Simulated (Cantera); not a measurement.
Charge: 1 mol CH₂F₂, 0.58 mol F₂, at 1827 °C and 1.33 mbar.

These are equilibrium values from Cantera (NASA tables, ideal gas, pure condensed phases), not measurements of a reactor. Candidate condensed phases: C, C₆H₆, C₇H₈, C₈H₁₈; 95 gas species. Gases not in the tables: C₂F₆ and larger saturated fluorocarbons. Rates play no part.

Base state: HF 0.732, F 0.151, CF₂ 0.0945, CF₄ 0.0198, CF₃ 0.00153, CF 0.00112, H 2.14e-5 (mole fractions); condensed: C(graphite).

Question: What changes in the equilibrium state with this change: temperature from 1827 °C to 2225 °C?

Answer: 
```csv
species,before,after
HF,0.732,0.640
F,0.151,0.330
CF₂,0.0945,0.0167
CF₄,0.0198,4.26e-6
CF,0.00112,0.0107
C₂,1.86e-8,3.34e-5
C₃,2.16e-7,0.000362
C,1.78e-7,0.000122
H,2.14e-5,0.00188
"C(graphite), mol",0.680,0.910
```

Question: What changes in the equilibrium state with this change: pressure from 1.33 mbar to 18.0 Pa?

Answer: 
| species | before | after |
|---|---|---|
| HF | 0.732 | 0.664 |
| F | 0.151 | 0.287 |
| CF₂ | 0.0945 | 0.0463 |
| CF₄ | 0.0198 | 0.000643 |
| CF₃ | 0.00153 | 0.000193 |
| H | 2.14e-5 | 7.55e-5 |
| CF | 0.00112 | 0.00213 |
| C(graphite), mol | 0.680 | 0.851 |
